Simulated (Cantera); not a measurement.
Feed: 1 mol CH₄, 2.6 mol NH₃, 15 mol N₂, 0.026 mol O₂, held at 23.0 Pa.

Cantera equilibrium calculation (NASA polynomials, part measured and part estimated; ideal gas, pure solids and liquids). Candidate condensed phases: C, C₆H₆, C₇H₈, C₈H₁₈, H₂O; 169 gas species. Ions and electrons are included (thermal ionisation). Rates play no part. All values below are at 4500 K.

Base state: H 0.339, N 0.327, N₂ 0.304, C 0.0274, CO 0.000800, O 0.000692, CN 0.000349, e- 0.000133 (mole fractions); condensed: gas only.

What changes in the equilibrium state with this change: O₂ from 0.026 to 0.055 mol?


```tsv
species	before	after
H	0.339	0.339
N	0.327	0.327
N₂	0.304	0.304
C	0.0274	0.0266
CO	0.000800	0.00167
O	0.000692	0.00149
CN	0.000349	0.000337
C+	0.000129	0.000127
```

What changes in the equilibrium state with this change: N₂ from 15 to 2.1 mol?


```csv
species,before,after
H,0.339,0.660
N,0.327,0.185
N₂,0.304,0.0974
C,0.0274,0.0534
CO,0.000800,0.00201
C+,0.000129,0.000180
e-,0.000133,0.000185
O,0.000692,0.000895
CN,0.000349,0.000384
```

What changes in the equilibrium state with this change: CH₄ replaced by C₂H₂?


| species | before | after |
|---|---|---|
| N | 0.327 | 0.334 |
| N₂ | 0.304 | 0.316 |
| H | 0.339 | 0.290 |
| C | 0.0274 | 0.0573 |
| CN | 0.000349 | 0.000742 |
| O | 0.000692 | 0.000452 |
